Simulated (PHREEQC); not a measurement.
A column of 0.5 m (40 cells, dispersivity 0.018 m, 60 s a shift, diffusion coefficient 3e-10 m²/s) holds 0.032 eq of the database's cation exchanger X per kg of pore water, first in equilibrium with 0.00057 mol/kgw LiCl, 0.0024 mol/kgw MgSO4, 0.044 mol/kgw CdCl2 and 1e-05 mol/kgw HCl. It is flushed with 0.011 mol MnCl2 and 1e-05 mol HCl per kg of water, at 25 °C. Values are for the last cell. No CO2 enters from the air. Nothing may precipitate in this run.

The series has 34 steps of pore volumes, from 0 to 4.963.

The numbers come from PHREEQC with the ion-association model, phreeqc.dat.

Problem. After how many pore volumes does Mn at the outlet first reach half of its feed value?

Solution. By 2.4 pore volumes.

Species that the database lacks are ignored.
